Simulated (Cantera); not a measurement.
## Thermodynamics of silicon nitride deposition, feed Si2Cl6 + NH3

A closed system holds: 1 mol Si2Cl6, 5.5 mol NH3, at 0.150 bar.

Cantera equilibrium calculation (NASA polynomials, part measured and part estimated; ideal gas, pure solids and liquids). Candidate condensed phases: NH4Cl, Si, Si3N4; 28 gas species. The feed counts by its element totals alone. The tables' values for SiCl3 are old estimates; treat these amounts as uncertain. Equilibrium is a limit: real reactors are often held back by kinetics, nucleation or transport.

```json
[
 {"T (°C)": "552", "log p H2": "-1.12", "log p HCl": "-1.34", "log p N2": "-1.67", "log p SiCl4": "-2.17", "log p SiCl3": "-7.24", "log p SiHCl3": "-4.85", "log p SiCl2": "-10.37", "n Si3N4(s)": "0.481"},
 {"T (°C)": "602", "log p H2": "-1.12", "log p HCl": "-1.33", "log p N2": "-1.67", "log p SiCl4": "-2.21", "log p SiCl3": "-6.66", "log p SiHCl3": "-4.67", "log p SiCl2": "-9.36", "n Si3N4(s)": "0.495"},
 {"T (°C)": "652", "log p H2": "-1.13", "log p HCl": "-1.31", "log p N2": "-1.68", "log p SiCl4": "-2.24", "log p SiCl3": "-6.15", "log p SiHCl3": "-4.50", "log p SiCl2": "-8.46", "n Si3N4(s)": "0.507"},
 {"T (°C)": "702", "log p H2": "-1.13", "log p HCl": "-1.30", "log p N2": "-1.69", "log p SiCl4": "-2.27", "log p SiCl3": "-5.69", "log p SiHCl3": "-4.35", "log p SiCl2": "-7.65", "n Si3N4(s)": "0.517"},
 {"T (°C)": "752", "log p H2": "-1.14", "log p HCl": "-1.29", "log p N2": "-1.69", "log p SiCl4": "-2.30", "log p SiCl3": "-5.28", "log p SiHCl3": "-4.22", "log p SiCl2": "-6.93", "n Si3N4(s)": "0.527"},
 {"T (°C)": "802", "log p H2": "-1.14", "log p HCl": "-1.28", "log p N2": "-1.70", "log p SiCl4": "-2.33", "log p SiCl3": "-4.90", "log p SiHCl3": "-4.10", "log p SiCl2": "-6.27", "n Si3N4(s)": "0.535"},
 {"T (°C)": "852", "log p H2": "-1.14", "log p HCl": "-1.27", "log p N2": "-1.70", "log p SiCl4": "-2.36", "log p SiCl3": "-4.57", "log p SiHCl3": "-4.00", "log p SiCl2": "-5.68", "n Si3N4(s)": "0.542"},
 {"T (°C)": "902", "log p H2": "-1.15", "log p HCl": "-1.26", "log p N2": "-1.70", "log p SiCl4": "-2.39", "log p SiCl3": "-4.26", "log p SiHCl3": "-3.90", "log p SiCl2": "-5.14", "n Si3N4(s)": "0.547"},
 {"T (°C)": "952", "log p H2": "-1.15", "log p HCl": "-1.26", "log p N2": "-1.71", "log p SiCl4": "-2.42", "log p SiCl3": "-3.98", "log p SiHCl3": "-3.82", "log p SiCl2": "-4.65", "n Si3N4(s)": "0.552"},
 {"T (°C)": "1002", "log p H2": "-1.15", "log p HCl": "-1.25", "log p N2": "-1.71", "log p SiCl4": "-2.45", "log p SiCl3": "-3.73", "log p SiHCl3": "-3.74", "log p SiCl2": "-4.19", "n Si3N4(s)": "0.555"},
 {"T (°C)": "1052", "log p H2": "-1.15", "log p HCl": "-1.25", "log p N2": "-1.71", "log p SiCl4": "-2.48", "log p SiCl3": "-3.50", "log p SiHCl3": "-3.68", "log p SiCl2": "-3.78", "n Si3N4(s)": "0.555"}
]
```
log p: log10 of the partial pressure in bar; n: condensed amount in mol.

From 552 °C to 1052 °C the condensed part is Si3N4(s). The main Si-bearing gas is SiCl4 throughout. The share of Si in condensed phases is highest at 1052 °C (83.3 %) and lowest at 552 °C (72.1 %).
